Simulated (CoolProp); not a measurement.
Decamethyltetrasiloxane (MD2M) at 293.15 K and 0.557 MPa is throttled through a valve to 0.166 MPa with no heat exchange. Each further row changes one setting.

Values from CoolProp's reference Helmholtz-energy equation of state, Thol 2017.

```
case                        final density (kg/m³)
--------------------------  ---------------------
as stated                                     854
outlet pressure 0.0498 MPa                    853
outlet pressure 0.216 MPa                     854
```
